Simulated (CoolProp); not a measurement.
Vapour-liquid equilibrium of acetone (1) + toluene (2) at 1270 kPa; x and y are mole fractions of (1).

Model: multi-fluid Helmholtz-energy mixture model, Lemmon 2006 and Lemmon 2006; pair parameters Bell 2016, in CoolProp.

Problem. Give the bubble temperature and the first vapour's composition at x = 0.25, 0.45, 0.85. Is there an azeotrope?

Solution. x = 0.25: 198.6 °C, y = 0.494; x = 0.45: 182.7 °C, y = 0.691; x = 0.85: 161.7 °C, y = 0.929. No azeotrope shows between x = 0.05 and 0.95.

The pair parameters rest on a limited set of measurements; away from them the model extrapolates.
